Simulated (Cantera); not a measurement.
An isothermal, constant-pressure homogeneous reactor starts with 87.6 % N₂O, 12.3 % H₂O, 0.105 % N₂, at 1325 K and 0.120 bar.

Computed with Cantera and GRI-Mech 3.0 (53 species, 325 reactions). GRI-Mech 3.0 was tuned for natural gas; its chemistry of N2O as a main component is partial and can be far from experiment. The mechanism lacks the step 2 NO + O2 → 2 NO2, which can matter for NO2 below about 1400 K. The temperature is held fixed by assumption; the heat of reaction is taken as removed at once.

One state of this run: x N₂O = 1.87e-5; x H₂O = 0.0853; x H = 1.23e-9; x O = 4.22e-7; x HO₂ = 3.10e-8; x O₂ = 0.270; x N₂ = 0.576. x: mole fraction; the columns are a selection and need not sum to one.

Task: Which value of t (s) does it belong to?
(A) 0.00342
(B) 0.585
(C) 0.000111
(D) 18.0

Result: D, 18.0
